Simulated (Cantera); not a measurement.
## Cr2O3 + H2 (hydrogen reduction and annealing atmospheres)

Feed: 1 mol Cr2O3, a varied amount of H2, equilibrated at 1050 K and 0.660 bar.

These are equilibrium values from Cantera (NASA tables, ideal gas, pure condensed phases), not measurements of a reactor. Candidate condensed phases: Cr, Cr2O3, H2O; 13 gas species. Mutual solubility and eutectic melting of coexisting phases are not modelled. Equilibrium is a limit: real reactors are often held back by kinetics, nucleation or transport.

```tsv
n(H2) (mol)	log p H2	log p H2O	log p H	n Cr2O3(s)	n Cr(s)
13	-0.18	-4.95	-8.18	1.000	0
22	-0.18	-4.95	-8.18	1.000	0.000249
38	-0.18	-4.95	-8.18	1.000	0.000431
63	-0.18	-4.95	-8.18	1.000	0.000714
100	-0.18	-4.95	-8.18	0.999	0.00113
180	-0.18	-4.95	-8.18	0.999	0.00204
290	-0.18	-4.95	-8.18	0.998	0.00329
490	-0.18	-4.95	-8.18	0.997	0.00556
820	-0.18	-4.95	-8.18	0.995	0.00930
1400	-0.18	-4.95	-8.18	0.992	0.0159
```
log p: log10 of the partial pressure in bar; n: condensed amount in mol.

At 13 mol H2 the condensed part is Cr2O3(s). From 22 mol H2 to 1400 mol H2 the condensed part is Cr(s) + Cr2O3(s).
